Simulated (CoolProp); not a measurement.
Vapour-liquid equilibrium of nitrogen (1) + carbon monoxide (2) at 113.6 K; x and y are mole fractions of (1).

Model: multi-fluid Helmholtz-energy mixture model, Span 2000 and Lemmon 2006; pair parameters Gernert 2013, in CoolProp.

| x | bubble pressure, mixture model (kPa) | bubble pressure, Raoult's law (kPa) | y, mixture model | y, Raoult's law |
|---|---|---|---|---|
| 0.05 | 1347 | 1345 | … | 0.067 |
| 0.2 | … | 1416 | … | 0.254 |
| 0.35 | 1504 | 1487 | 0.401 | 0.423 |
| 0.5 | … | 1558 | 0.550 | 0.576 |
| 0.65 | 1650 | 1629 | 0.690 | 0.716 |
| 0.8 | 1717 | 1701 | 0.824 | 0.845 |
| 0.95 | … | 1772 | 0.956 | 0.963 |

Question: What belongs in the gaps?

Answer: 
- 0.05, y, mixture model: 0.063
- 0.2, bubble pressure, mixture model (kPa): 1426
- 0.2, y, mixture model: 0.239
- 0.5, bubble pressure, mixture model (kPa): 1579
- 0.95, bubble pressure, mixture model (kPa): 1777

The largest gap from Raoult's law is +1.3 % in bubble pressure, at x = 0.5. No azeotrope shows between x = 0.05 and 0.95.

The pair parameters rest on a limited set of measurements; away from them the model extrapolates.
